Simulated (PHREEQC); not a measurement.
## Buffer

Make-up at 20 °C: 0.12 mol/kgw KHCO3, 5.5e-05 mol/kgw NH3 and 0.055 mol/kgw LiCl. Closed to the air; pH follows from the charge balance.

All values are PHREEQC results (ion-association model, phreeqc.dat), not measurements.

No solid was allowed to form.

Problem. Estimate the pH.

Solution. pH 8.13.

Problem. In which forms is C present?

Solution. HCO3- 97 %, CO3-2 1.3 %, CO2 1.3 % of the C.

Complexes and solids missing from the database can't appear.
